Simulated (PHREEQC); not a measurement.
1 kg of water holding 0.01 mol NaCl, 0.013 mol NaHCO3 and 0.019 mol Na2SO4 is evaporated at 25 °C; the solids stay in contact with the brine. CO2 is held at log p = -3.4 (atm). Only these solids could form: Burkeite, Halite, Mirabilite, Nahcolite, Natron, Thenardite, Trona.

Equilibrium calculation in PHREEQC: Pitzer model, pitzer.dat.

```tsv
water left (kg)	ionic strength	water activity	Thenardite (mol)	Mirabilite (mol)
1	0.0815	0.998	0	0
0.6755	0.121	0.998	0	0
0.5552	0.148	0.997	0	0
0.4564	0.181	0.997	0	0
0.3083	0.269	0.995	0	0
0.2083	0.401	0.993	0	0
0.1712	0.489	0.992	0	0
0.1407	0.596	0.990	0	0
0.09509	0.886	0.986	0	0
0.06426	1.32	0.979	0	0
0.05284	1.60	0.975	0	0
0.04344	1.95	0.971	0	0
0.02939	2.90	0.958	0	0
0.01988	4.29	0.938	0	0
0.01637	5.22	0.924	0	0
0.01347	6.35	0.907	0	0
0.008096	8.46	0.862	0	0.00573
0.005413	10.6	0.805	0.00521	0.00433
0.005113	10.6	0.801	0.0106	0
```

Mirabilite from water left = 0.01095 kg (pH 9.80), last present at water left = 0.005413 kg; Thenardite from water left = 0.005413 kg (pH 9.86).

Species that the database lacks are ignored.
